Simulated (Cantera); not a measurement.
A perfectly stirred reactor is fed with 13.3 % NO, 86.7 % N2, at 0.0263 atm; it is held at 2098 K, and followed from long to short residence time.

Detailed kinetics in Cantera: GRI-Mech 3.0 (53 species, 325 reactions). Radical loss at walls, strong at low pressure, is not modelled.

Question: Predict: x(NO) at τ = 14.0 s; x(O) at τ = 14.0 s; x(N2O) at τ = 14.0 s; x(O2) at τ = 14.0 s; x(N2) at τ = 14.0 s; x(NO) at τ = 70.0 ms; x(O) at τ = 70.0 ms; x(N2O) at τ = 70.0 ms; x(O2) at τ = 70.0 ms; x(N2) at τ = 70.0 ms.

Answer: 
- x(NO) at τ = 14.0 s: 0.0361
- x(O) at τ = 14.0 s: 0.00184
- x(N2O) at τ = 14.0 s: 4.76e-7
- x(O2) at τ = 14.0 s: 0.0476
- x(N2) at τ = 14.0 s: 0.914
- x(NO) at τ = 70.0 ms: 0.133
- x(O) at τ = 70.0 ms: 0.000131
- x(N2O) at τ = 70.0 ms: 7.66e-6
- x(O2) at τ = 70.0 ms: 8.17e-5
- x(N2) at τ = 70.0 ms: 0.867
